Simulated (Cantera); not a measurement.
# B + NH3 (boron, boron nitride and boron oxide)

A closed system holds: 1 mol B, 0.71 mol NH3, held at 1477 °C and 0.0100 bar.

Equilibrium computed with Cantera from the NASA thermochemical tables; the gas is ideal and each condensed phase is pure. Candidate condensed phases: B, BN; 15 gas species. Mutual solubility and eutectic melting of coexisting phases are not modelled. The tables' values for BH2 are old estimates; treat these amounts as uncertain. Rates play no part.

```
Item           Result
----------  ---------
x(H2)           0.997
x(H)          0.00232
x(N2)        0.000165
x(BH2)        8.99e-5
x(BH3)        1.69e-6
n(B(s))     0.290 mol
n(BN(s))    0.710 mol
gas amount  1.066 mol
```
